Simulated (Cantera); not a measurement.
A Cantera script and its output.

```python
import numpy as np
import cantera as ct

gas = ct.Solution("gri30.yaml")
gas.TPX = 1523, 1000000, {'H2': 1, 'O2': 0.833, 'N2': 4.17}
reactor = ct.IdealGasConstPressureReactor(gas, energy="on", clone=False)
net = ct.ReactorNet([reactor])
net.rtol, net.atol = 1e-08, 1e-16
show = ['H2', 'O2', 'NO', 'NO2', 'H2O', 'O']
times = np.geomspace(3e-06, 0.1, 10)

steps = ct.SolutionArray(gas, extra=["t"])
rows = []
print(f"{'t/s':>10s}{'T/K':>9s}{'P/Pa':>11s}" + "".join(f"{s:>11s}" for s in show))
for t in times:
    while net.time < t:
        t_next = net.step()
        steps.append(gas.state, t=t_next)
    rows.append([np.interp(t, steps.t, y) for y in (steps.T, steps.P, *steps(*show).X.T)])
    print(f"{t:10.3e}{rows[-1][0]:9.1f}{rows[-1][1]:11.4g}" + "".join(f"{x:11.3e}" for x in rows[-1][2:]))
rate = np.gradient(steps.T, steps.t)
print("integrator steps:", len(steps.t))
if steps.T.max() > steps.T[0] + 200:
    print(f"time of steepest temperature rise: {steps.t[rate.argmax()]:.4e} s")
gas.TPX = 1523, 1000000, {'H2': 1, 'O2': 0.833, 'N2': 4.17}
gas.equilibrate("HP")
print(f"equilibrium (HP): T = {gas.T:.1f} K  " + "  ".join(f"{s} {gas[s].X[0]:.3e}" for s in show))
```

Result:

```
       t/s      T/K       P/Pa         H2         O2         NO        NO2        H2O          O
 3.000e-06   2386.3      1e+06  1.164e-02  5.693e-02  6.807e-05  1.072e-07  1.518e-01  1.012e-02
 9.543e-06   2599.9      1e+06  2.741e-03  5.760e-02  1.588e-04  2.256e-07  1.717e-01  2.225e-03
 3.035e-05   2610.1      1e+06  2.271e-03  5.768e-02  3.267e-04  4.296e-07  1.728e-01  1.862e-03
 9.655e-05   2609.2      1e+06  2.267e-03  5.744e-02  8.407e-04  1.105e-06  1.728e-01  1.850e-03
 3.071e-04   2606.5      1e+06  2.256e-03  5.671e-02  2.368e-03  3.103e-06  1.729e-01  1.817e-03
 9.769e-04   2599.9      1e+06  2.228e-03  5.491e-02  6.171e-03  8.010e-06  1.731e-01  1.734e-03
 3.107e-03   2590.7      1e+06  2.191e-03  5.243e-02  1.139e-02  1.457e-05  1.734e-01  1.625e-03
 9.884e-03   2588.0      1e+06  2.180e-03  5.169e-02  1.293e-02  1.648e-05  1.735e-01  1.593e-03
 3.144e-02   2588.0      1e+06  2.180e-03  5.169e-02  1.295e-02  1.649e-05  1.735e-01  1.593e-03
 1.000e-01   2588.0      1e+06  2.180e-03  5.169e-02  1.295e-02  1.649e-05  1.735e-01  1.593e-03
integrator steps: 1177
time of steepest temperature rise: 1.7127e-06 s
equilibrium (HP): T = 2588.0 K  H2 2.180e-03  O2 5.169e-02  NO 1.295e-02  NO2 1.649e-05  H2O 1.735e-01  O 1.593e-03
```

Model: GRI-Mech 3.0 (53 species, 325 reactions), integrated in Cantera. The hydrogen kinetics of GRI-Mech 3.0 are dated; newer H2 mechanisms differ, most at raised pressure.
